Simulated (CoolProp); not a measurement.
The fluid at 279.98 K and 0.311 MPa expands adiabatically to 0.0301 MPa with isentropic efficiency 0.8. The same conditions are run with several fluids, on thermodynamics alone (safety and materials aside).

The numbers come from the reference Helmholtz-energy equation of state of each fluid (normal hydrogen: Leachman 2009; carbon monoxide: Lemmon 2006; propane: Lemmon 2009; R404A: Lemmon 2003; oxygen: Schmidt 1985) in CoolProp. Blends and air are pseudo-pure fits.

### Question
Rank normal hydrogen, carbon monoxide, propane, R404A, oxygen by work (kJ/kg), highest first.

### Answer
normal hydrogen (1550), carbon monoxide (113), oxygen (98.9), propane (81.6), R404A (37.6)

| fluid | final temperature (K) | final density (kg/m³) |
|---|---|---|
| normal hydrogen | 167.1 | 0.0437 |
| carbon monoxide | 170.6 | 0.595 |
| propane | 217.8 | 0.743 |
| R404A | 225.5 | 1.59 |
| oxygen | 170.8 | 0.679 |
